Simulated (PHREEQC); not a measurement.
Consider water at 25 °C with 0.0018 mol/kgw HNO3 and 0.13 mol/kgw K2SO4. Closed to the air; pH follows from the charge balance.

Computed with PHREEQC (ion-association model, phreeqc.dat).

Precipitation was switched off in this run.

Problem. Order these S species by the share of S that they hold, largest first: KSO4-, HSO4-, SO4-2.

Solution. SO4-2 (73 %), KSO4- (27 %), HSO4- (0.98 %)

The pH is 3.38 and the ionic strength 0.320 mol/kgw. Complexes and solids missing from the database can't appear.
